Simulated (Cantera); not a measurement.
Charge: 1 mol Fe3O4, 2.3 mol C, 0.092 mol CO, 2.5 mol CH4, held at 2.30 bar.

Method: chemical equilibrium by Gibbs-energy minimisation in Cantera with the NASA 1993 tables (ideal gas, pure condensed phases). Candidate condensed phases: C, C6H6, C7H8, C8H18, Fe, Fe(CO)5, FeO, Fe(OH)2, Fe(OH)3, Fe2O3, Fe3O4, H2O; 114 gas species. Iron dissolves carbon and melts from about 1420 K in contact with it, which pure phases cannot show. Condensed phases not in the tables: cementite and carbon dissolved in iron. The numbers say what is thermodynamically allowed, not how fast it happens.

Q: What share of the Fe ends up in condensed phases as a function of T (K), at 1350, 1550, 1750, 1950, 2150, 2350, 2550?

A: 
```
T (K)  Fe condensed (%)     as
-----  ----------------  -----
1350              100.0  Fe(γ)
1550              100.0  Fe(γ)
1750              100.0  Fe(δ)
1950              100.0  Fe(l)
2150               99.8  Fe(l)
2350               98.7  Fe(l)
2550               94.2  Fe(l)
```
